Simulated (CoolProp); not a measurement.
Vapour-liquid equilibrium of CH2F2 (R32) (1) + R1234yf (2) at 2.92 bar; x and y are mole fractions of (1).

Computed with CoolProp (multi-fluid Helmholtz-energy mixture model, Tillner-Roth 1997 and Lemmon 2022; pair parameters Bell 2023).

| x | bubble temperature, mixture model (°C) | bubble temperature, Raoult's law (°C) | y, mixture model | y, Raoult's law |
|---|---|---|---|---|
| 0.05 | -5.8 | -4.5 | 0.150 | 0.120 |
| 0.2 | -14.0 | -10.2 | 0.453 | 0.397 |
| 0.35 | -19.4 | -14.8 | 0.622 | 0.589 |
| 0.5 | -22.8 | -18.7 | 0.727 | 0.728 |
| 0.65 | -25.2 | -22.1 | 0.805 | 0.834 |
| 0.8 | -26.8 | -25.0 | 0.877 | 0.916 |
| 0.95 | -28.1 | -27.6 | 0.963 | 0.981 |

The largest gap from Raoult's law is -4.6 K in bubble temperature, at x = 0.35. No azeotrope shows between x = 0.05 and 0.95.

The pair parameters rest on a limited set of measurements; away from them the model extrapolates.
